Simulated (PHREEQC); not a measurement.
## Nickel, zinc or cadmium bath (model solution)

A solution holds 0.29 mol/kgw ZnSO4 and 0.011 mol/kgw KCl, at 75 °C. Closed to the air; pH follows from the charge balance.

All values are PHREEQC results (ion-association model, phreeqc.dat), not measurements.

Each row changes one thing in this solution. Precipitation was switched off in this run.

```csv
case,pH,ionic strength (mol/kgw),K+ (mol/kgw),Cl- (mol/kgw),SI of Sylvite (KCl)
as made,4.99,0.550,0.00906,0.00768,-5.70
ZnSO4 from 0.29 to 0.58 mol/kgw,4.96,1.09,0.00846,0.00655,-5.86
0.037 mol/kgw HF added,2.84,0.555,0.00912,0.00767,-5.70
ZnSO4 left out,6.34,0.0110,0.0110,0.0110,-5.14
```

The ionic strength passes 0.7 mol/kgw, the rough limit of the ion-association models, in ZnSO4 from 0.29 to 0.58 mol/kgw. At this temperature some constants are extrapolated from 25 °C, and those without enthalpy data are left unchanged.
